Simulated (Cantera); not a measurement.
A closed system holds: 1 mol C6H6, 0.072 mol O2, 0.017 mol NH3, at 1702 °C and 1.00 bar.

Cantera equilibrium calculation (NASA polynomials, part measured and part estimated; ideal gas, pure solids and liquids). Kinetics and transport are ignored.

| species | before | after |
|---|---|---|
| H2 | 0.949 | 0.936 |
| CO | 0.0453 | 0.0451 |
| H | 0.00133 | 0.0106 |
| C2H2 (acetylene) | 0.000616 | 0.00458 |
| HNC | 3.42e-5 | 0.000166 |
| CH3 | 1.14e-5 | 3.80e-5 |
| HCN | 0.000629 | 0.00176 |
| CH4 | 0.000409 | 0.000179 |
| N2 | 0.00234 | 0.00170 |
| C(graphite), mol | 5.85 | 5.82 |
Gas species are given as mole fractions.

Name the change that produced these shifts.
A) pressure from 1.00 bar to 10.0 mbar
B) temperature from 1702 °C to 2052 °C
C) NH3 from 0.017 to 0.12 mol
D) C6H6 replaced by C2H5OH

B, temperature from 1702 °C to 2052 °C
